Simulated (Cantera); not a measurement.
Thermodynamics of halide evaporation, hydrolysis and transport, feed CaF2 + HF + H2

Feed: 1 mol CaF2, 0.017 mol HF, 50 mol H2, at 420 Pa.

Cantera equilibrium calculation (NASA polynomials, part measured and part estimated; ideal gas, pure solids and liquids). Candidate condensed phases: Ca, CaF2; 15 gas species. Rates play no part.

```csv
T (K),x H2,x H,x HF,x CaF2,x Ca,n CaF2(s)
700,1.000,<1e-12,0.000340,<1e-12,<1e-12,1.00
800,1.000,4.47e-11,0.000340,<1e-12,<1e-12,1.00
900,1.000,1.80e-9,0.000340,<1e-12,<1e-12,1.00
1000,1.000,3.50e-8,0.000340,3.02e-11,<1e-12,1.00
1100,1.000,3.99e-7,0.000340,3.07e-9,<1e-12,1.00
1200,1.000,3.04e-6,0.000340,1.40e-7,1.81e-11,1.000
1300,1.000,1.71e-5,0.000340,3.43e-6,1.06e-8,1.000
1400,1.000,7.50e-5,0.000348,5.19e-5,2.31e-6,0.997
1500,0.998,0.000271,0.000593,0.000520,8.37e-5,0.965
1600,0.992,0.000836,0.00189,0.00375,0.000462,0.756
1700,0.973,0.00224,0.00554,0.0157,0.00135,0
1800,0.966,0.00543,0.00862,0.0136,0.00240,0
1900,0.956,0.0120,0.0125,0.0111,0.00387,0
2000,0.940,0.0243,0.0169,0.00836,0.00573,0
```
x: gas mole fraction; n: condensed amount in mol.

From 700 K to 1600 K the condensed part is CaF2(s). From 1700 K to 2000 K nothing is condensed.
